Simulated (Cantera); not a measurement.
A Cantera script and what it prints.

```python
import numpy as np
import cantera as ct

gas_names = """
    H HO2 H2 H2O H2O2 O OH O2 O3 Si SiH SiH2 SiH3 SiH4 SiO SiO2 Si2 Si3
""".split()
cond_names = """
    H2O(s) H2O(L) Si(cr) Si(L) SiO2(Lqz) SiO2(hqz) SiO2(L)
""".split()


# ... load() reads the species with a 1 bar reference pressure and builds the phases ...
atoms = {
    'SiO2': {'Si': 1, 'O': 2},
    'H2': {'H': 2},
    'H2O': {'H': 2, 'O': 1},
}
top_T = {}  # K; cautious upper limits of use, not melting points


# ... equilibrate(T, P, feed) seeds the gas with the atoms and calls Mixture.equilibrate('TP', solver="vcs", rtol=1e-11, max_steps=5000) ...
results = []
feed = {'SiO2': 1, 'H2': 2.4, 'H2O': 0.053}  # mol
T = 898  # K
P = 10000  # Pa
mix = equilibrate(T, P, feed)
results.append((T, P, feed, dict(zip(mix.species_names, mix.species_moles))))
print(gas.report(threshold=0.0001))
for i in range(1, mix.n_phases):
    print(f"{mix.phase(i).name:16s} {mix.phase_moles(i):12.5e} mol")
```

It prints:

```
       temperature   898 K
          pressure   10000 Pa
           density   0.0031631 kg/m^3
  mean mol. weight   2.3617 kg/kmol
   phase of matter   gas

                          1 kg             1 kmol
                     ---------------   ---------------
          enthalpy         5.286e+06        1.2484e+07  J
   internal energy        2.1246e+06        5.0175e+06  J
           entropy             78089        1.8442e+05  J/K
    Gibbs function       -6.4838e+07       -1.5313e+08  J
 heat capacity c_p             12779             30180  J/K
 heat capacity c_v            9258.5             21866  J/K

                      mass frac. Y      mole frac. X     chem. pot. / RT
                     ---------------   ---------------   ---------------
                H2           0.83519           0.97839           -19.569
               H2O           0.16481          0.021606           -63.064
     [  +16 minor]        1.4615e-10        3.4231e-10

Si(cr)            0.00000e+00 mol
SiO2(hqz)         1.00000e+00 mol
```

Cantera equilibrium calculation (NASA polynomials, part measured and part estimated; ideal gas, pure solids and liquids).
